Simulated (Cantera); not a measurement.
A closed system holds: 1 mol BCl₃, 0.053 mol H₂O, equilibrated at 948.15 K and 20.0 mbar.

Cantera equilibrium calculation (NASA polynomials, part measured and part estimated; ideal gas, pure solids and liquids). Candidate condensed phases: B, B₂O₃, B₃O₃H₃, H₂O; 33 gas species. The numbers say what is thermodynamically allowed, not how fast it happens.

Base state: BCl₃ 0.884, HCl 0.0990, B₃O₃Cl₃ 0.0165 (mole fractions); condensed: gas only.

Problem. What changes in the equilibrium state with this change: H₂O from 0.053 to 1 mol?

Solution. 
| species | before | after |
|---|---|---|
| HCl | 0.0990 | 0.857 |
| BCl₃ | 0.884 | 0.120 |
| B₃O₃Cl₃ | 0.0165 | 0.0226 |
| B₂O₃(l), mol | 0 | 0.281 |
